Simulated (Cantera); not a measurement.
Input: 1 mol Si₃N₄, 6.5 mol F₂, held at 875 K and 7.50 Pa.

These are equilibrium values from Cantera (NASA tables, ideal gas, pure condensed phases), not measurements of a reactor. Candidate condensed phases: Si, Si₃N₄; 16 gas species. Equilibrium is a limit: real reactors are often held back by kinetics, nucleation or transport.

Base state: SiF₄ 0.502, N₂ 0.334, F 0.160, F₂ 0.00338 (mole fractions); condensed: gas only.

Question: What changes in the equilibrium state with this change: pressure from 7.50 Pa to 1000 Pa?

Answer: 
| species | before | after |
|---|---|---|
| SiF₄ | 0.502 | 0.530 |
| N₂ | 0.334 | 0.353 |
| F₂ | 0.00338 | 0.0588 |
| F | 0.160 | 0.0580 |
| NF₃ | 3.23e-8 | 0.000321 |

Question: What changes in the equilibrium state with this change: F₂ from 6.5 to 9.1 mol?

Answer: 
```tsv
species	before	after
F	0.160	0.505
SiF₄	0.502	0.277
N₂	0.334	0.185
F₂	0.00338	0.0335
```

Question: What changes in the equilibrium state with this change: F₂ from 6.5 to 2.8 mol?

Answer: 
```json
[
 {"species": "SiF₄", "before": "0.502", "after": "0.600"},
 {"species": "N₂", "before": "0.334", "after": "0.400"},
 {"species": "SiF₃", "before": "<1e-9", "after": "1.69e-5"},
 {"species": "F", "before": "0.160", "after": "<1e-9"},
 {"species": "F₂", "before": "0.00338", "after": "<1e-9"},
 {"species": "Si₃N₄(s), mol", "before": "0", "after": "0.533"}
]
```
The tables' values for SiF₃ are old estimates; treat these amounts as uncertain.
